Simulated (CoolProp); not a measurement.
Vapour-liquid equilibrium of R143a (1) + R134a (2) at -56.95 °C; x and y are mole fractions of (1).

Computed with CoolProp (multi-fluid Helmholtz-energy mixture model, Lemmon and Jacobsen 2000 and Tillner-Roth 1994; pair parameters Lemmon 2004).

**Question.** Give the bubble pressure and the first vapour's composition at x = 0.35, 0.425, 0.725. Is there an azeotrope?

**Answer.** x = 0.35: 0.03430 MPa, y = 0.630; x = 0.425: 0.03754 MPa, y = 0.700; x = 0.725: 0.05050 MPa, y = 0.892. No azeotrope shows between x = 0.05 and 0.95.

The pair parameters rest on a limited set of measurements; away from them the model extrapolates.
